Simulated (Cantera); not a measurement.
A closed system holds: 1 mol CuO, 13 mol H₂, 0.083 mol H₂O, held at 1475 °C and 72.0 Torr.

These are equilibrium values from Cantera (NASA tables, ideal gas, pure condensed phases), not measurements of a reactor. Candidate condensed phases: Cu, CuO, Cu(OH)₂, Cu₂O, H₂O; 12 gas species. Equilibrium is a limit: real reactors are often held back by kinetics, nucleation or transport.

Base state: H₂ 0.914, H₂O 0.0825, Cu 0.00304, H 0.000705 (mole fractions); condensed: Cu(l).

**Question.** What changes in the equilibrium state with this change: pressure from 72.0 Torr to 2.63 Torr?

**Answer.** 
| species | before | after |
|---|---|---|
| H₂ | 0.914 | 0.849 |
| H₂O | 0.0825 | 0.0768 |
| Cu | 0.00304 | 0.0707 |
| Cu₂ | 4.61e-6 | 9.13e-5 |
| OH | 3.71e-6 | 1.88e-5 |
| H | 0.000705 | 0.00356 |
| Cu(l), mol | 0.960 | 0 |

**Question.** What changes in the equilibrium state with this change: CuO replaced by V₂O₃?

**Answer.** 
| species | before | after |
|---|---|---|
| H₂ | 0.914 | 0.988 |
| H₂O | 0.0825 | 0.0118 |
| H | 0.000705 | 0.000733 |
| Cu | 0.00304 | 0 |
| Cu(l), mol | 0.960 | 0 |
| VO(s), mol | 0 | 0.142 |
| V₂O₃(s), mol | 0 | 0.929 |
Mutual solubility and eutectic melting of coexisting phases are not modelled. VO: taken at fixed stoichiometry. Condensed phases not in the tables: the oxides between V₂O₃ and V₂O₅ other than VO₂. Further candidate phases: V, VO, V₂O₃, V₂O₄, V₂O₅.
